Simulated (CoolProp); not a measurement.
A closed Brayton cycle with nitrogen: compressor inlet 321.15 K and 4 MPa, high pressure 7.98 MPa, turbine inlet 720 K, compressor efficiency 0.8, turbine efficiency 0.9, recuperator effectiveness 0 (on enthalpy, no pinch check). Each further row changes one setting.

Model: reference Helmholtz-energy equation of state, Span 2000, in CoolProp.

| case | thermal efficiency (%) | net work (kJ/kg) | compressor to turbine work | compressor exit (K) | turbine exit (K) |
|---|---|---|---|---|---|
| as stated | 9.3 | 31.7 | 0.74 | 409.3 | 608.4 |
| turbine inlet 670 K | 8.0 | 23.0 | 0.80 | 409.3 | 565.1 |
| compressor inlet 331.15 K | 8.7 | 28.7 | 0.77 | 422.0 | 608.4 |
| high pressure 6.78 MPa | 7.7 | 28.0 | 0.71 | 386.9 | 633.1 |
| recuperator effectiveness 0.5 | 13.5 | 31.7 | 0.74 | 409.3 | 608.4 |
